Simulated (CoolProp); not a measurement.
Vapour-liquid equilibrium of sulfur hexafluoride (1) + CH2F2 (R32) (2) at 274.9 K; x and y are mole fractions of (1).

Computed with CoolProp (multi-fluid Helmholtz-energy mixture model, Guder 2009 and Tillner-Roth 1997; pair parameters Bell 2016).

| x | bubble pressure, mixture model (bar) | bubble pressure, Raoult's law (bar) | y, mixture model | y, Raoult's law |
|---|---|---|---|---|
| 0.05 | 11.34 | 8.823 | 0.239 | 0.074 |
| 0.125 | 13.99 | 9.164 | 0.393 | 0.179 |
| 0.2 | 15.49 | 9.504 | 0.464 | 0.276 |
| 0.275 | 16.33 | 9.844 | 0.504 | 0.367 |
| 0.35 | 16.83 | 10.18 | 0.530 | 0.451 |
| 0.425 | 17.14 | 10.52 | 0.552 | 0.530 |
| 0.5 | 17.34 | 10.86 | 0.573 | 0.604 |
| 0.575 | 17.45 | 11.20 | 0.596 | 0.674 |
| 0.65 | 17.44 | 11.55 | 0.624 | 0.739 |
| 0.725 | 17.25 | 11.89 | 0.660 | 0.801 |
| 0.8 | 16.81 | 12.23 | 0.709 | 0.859 |
| 0.875 | 15.98 | 12.57 | 0.779 | 0.914 |
| 0.95 | 14.55 | 12.91 | 0.887 | 0.967 |

The largest gap from Raoult's law is +65.9 % in bubble pressure, at x = 0.275. y crosses x between x = 0.575 and 0.65: the model has an azeotrope there.

The pair parameters rest on a limited set of measurements; away from them the model extrapolates. With so large a gap from Raoult's law the liquid may split in two, which this calculation doesn't test in full.
